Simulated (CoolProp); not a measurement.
The fluid at 298.15 K and 0.311 MPa is compressed adiabatically to 0.499 MPa with isentropic efficiency 0.85. The same conditions are run with several fluids, on thermodynamics alone (safety and materials aside).

Computed with CoolProp (reference Helmholtz-energy equation of state of each fluid (nitrogen: Span 2000; R404A: Lemmon 2003; propane: Lemmon 2009; ethane: Bücker 2006; propylene: Lemmon 2013)). Blends and air are pseudo-pure fits.

Problem. Rank nitrogen, R404A, propane, ethane, propylene by work (kJ/kg), highest first.

Solution. nitrogen (52.7), ethane (46.4), propylene (32.1), propane (30.2), R404A (13.6)

| fluid | final temperature (K) | final density (kg/m³) |
|---|---|---|
| nitrogen | 348.9 | 4.82 |
| R404A | 315.8 | 19.9 |
| propane | 318.1 | 8.93 |
| ethane | 325.2 | 5.72 |
| propylene | 320.6 | 8.37 |
